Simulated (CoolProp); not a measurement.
Values from CoolProp's reference Helmholtz-energy equation of state, Wagner 2002.

**Question.** Give the vapour pressure (MPa), liquid density (kg/m³), liquid viscosity (µPa s), vapour viscosity (µPa s) of saturated water at 345, 450.4 K.

**Answer.** 
```json
[
 {"T (K)": "345", "p (MPa)": "0.0338", "liquid density (kg/m³)": "977", "liquid viscosity (µPa s)": "394", "vapour viscosity (µPa s)": "11.3"},
 {"T (K)": "450.4", "p (MPa)": "0.941", "liquid density (kg/m³)": "890", "liquid viscosity (µPa s)": "153", "vapour viscosity (µPa s)": "14.9"}
]
```

Viscosity comes from a separate model (Huber 2009).
